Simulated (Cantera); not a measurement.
Input (Python, Cantera) and output of one run.

```python
import numpy as np
import cantera as ct

gas_names = [...]  # 113 gases of nasa_gas.yaml made of C, H, O, Pb
cond_names = """
    C(gr) C6H6(L) C7H8(L) C8H18(L),n-octa H2O(s) H2O(L) Pb(cr) Pb(L) PbO(rd) PbO(yw) PbO(L) PbO2(s)
    Pb3O4(s)
""".split()


# ... load() reads the species with a 1 bar reference pressure and builds the phases ...
atoms = {
    'PbO': {'Pb': 1, 'O': 1},
    'CH4': {'C': 1, 'H': 4},
    'CO': {'C': 1, 'O': 1},
}
top_T = {'C(gr)': 4500, 'Pb3O4(s)': 820}  # K; cautious upper limits of use, not melting points


# ... equilibrate(T, P, feed) seeds the gas with the atoms and calls Mixture.equilibrate('TP', solver="vcs", rtol=1e-11, max_steps=5000) ...
results = []
feed = {'PbO': 1, 'CH4': 0.46, 'CO': 0.021}  # mol
P = 13332.2  # Pa
for T in [1000, 1100, 1200, 1300, 1400, 1500, 1600, 1700, 1800, 1900, 2000, 2100, 2200]:
    mix = equilibrate(T, P, feed)
    results.append((T, P, feed, dict(zip(mix.species_names, mix.species_moles))))

top = {s: max(r[3][s] / sum(r[3][g] for g in gas_names) for r in results) for s in gas_names}
cols = sorted((s for s in top if top[s] > 0.001), key=lambda s: -top[s])[:6]
seen = [c for c in cond_names if any(r[3].get(c, 0) > 1e-12 for r in results)]
print("log10 of partial pressures in bar; condensed amounts in mol")
print(f"{'T/K':>10s}" + "".join(f"{s[:9]:>10s}" for s in cols + seen))
for T, P, feed, n in results:
    ng = sum(n[g] for g in gas_names)
    print(f"{T:10.4g}" + "".join(f"{np.log10(max(n[s] / ng * P / 1e5, 1e-99)):10.3f}" for s in cols)
          + "".join(f"{n.get(c, 0):10.4g}" for c in seen))
```

Output:

```
log10 of partial pressures in bar; condensed amounts in mol
       T/K        H2        Pb       H2O        CO       CO2         H     Pb(L)
      1000    -1.249    -4.791    -1.507    -1.593    -1.694    -9.268    0.9998
      1100    -1.270    -3.917    -1.471    -1.550    -1.756    -8.223    0.9987
      1200    -1.290    -3.192    -1.446    -1.520    -1.814    -7.350    0.9932
      1300    -1.311    -2.581    -1.433    -1.503    -1.871    -6.611    0.9719
      1400    -1.343    -2.060    -1.438    -1.506    -1.937    -5.985     0.902
      1500    -1.412    -1.610    -1.485    -1.551    -2.036    -5.461    0.6833
      1600    -1.566    -1.256    -1.621    -1.685    -2.218    -5.047         0
      1700    -1.572    -1.256    -1.614    -1.676    -2.251    -4.618         0
      1800    -1.578    -1.257    -1.608    -1.668    -2.281    -4.235         0
      1900    -1.583    -1.257    -1.604    -1.662    -2.308    -3.892         0
      2000    -1.587    -1.258    -1.601    -1.657    -2.332    -3.583         0
      2100    -1.592    -1.259    -1.600    -1.653    -2.355    -3.302         0
      2200    -1.597    -1.261    -1.601    -1.650    -2.377    -3.048         0
```

Cantera equilibrium calculation (NASA polynomials, part measured and part estimated; ideal gas, pure solids and liquids). Gases not in the tables: (PbO)n polymers.
